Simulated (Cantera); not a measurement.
A closed system holds: 1 mol Pb, 0.23 mol O2, 4.2 mol N2, equilibrated at 1273 K and 0.00133 bar.

Equilibrium computed with Cantera from the NASA thermochemical tables; the gas is ideal and each condensed phase is pure. Candidate condensed phases: Pb, PbO, PbO2, Pb3O4; 12 gas species. Gases not in the tables: (PbO)n polymers. Equilibrium is a limit: real reactors are often held back by kinetics, nucleation or transport.

Base state: N2 0.807, Pb 0.105, PbO 0.0877, O2 0.000349, NO 1.37e-5 (mole fractions); condensed: gas only.

What changes in the equilibrium state with this change: temperature from 1273 K to 1100 K?


```
species             before    after
----------------  --------  -------
N2                   0.807    0.904
Pb                   0.105   0.0909
PbO                 0.0877  0.00465
O2                0.000349  3.06e-8
NO                 1.37e-5  3.48e-8
Pb(l), mol               0    0.118
PbO(yellow), mol         0    0.438
```
Mutual solubility and eutectic melting of coexisting phases are not modelled.
